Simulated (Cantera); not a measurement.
**Transport properties of process gases**

Gas mixture: CO2 = 0.91 (molar parts), at 9.00 Torr, frozen composition.

Cantera's kinetic-theory transport with the Lennard-Jones parameters of GRI-Mech 3.0, ideal gas; thermal conductivity in the multicomponent form.

| T (K) | ρ (kg/m³) | cp (J/kg/K) | μ (µPa s) | λ (mW/m/K) | Pr | D (cm²/s) CO2 | D (cm²/s) NH3 | D (cm²/s) CH4 |
|---|---|---|---|---|---|---|---|---|
| 400 | 0.0159 | 937.9 | 19.8 | 25.3 | 0.733 | 4290 | 23.7 | 24.8 |
| 600 | 0.0106 | 1076 | 27.9 | 40.9 | 0.733 | 9030 | 51.8 | 51.2 |
| 800 | 0.00794 | 1169 | 34.8 | 55.5 | 0.733 | 15100 | 88.2 | 84.4 |
| 1000 | 0.00635 | 1234 | 41.0 | 69.2 | 0.732 | 22200 | 132 | 124 |
| 1200 | 0.00529 | 1279 | 46.6 | 81.6 | 0.731 | 30400 | 182 | 168 |
| 1400 | 0.00454 | 1313 | 51.8 | 93.3 | 0.729 | 39500 | 238 | 218 |
| 1600 | 0.00397 | 1339 | 56.7 | 104 | 0.728 | 49500 | 300 | 273 |
D: mixture-averaged diffusion coefficient of that species in the mixture.
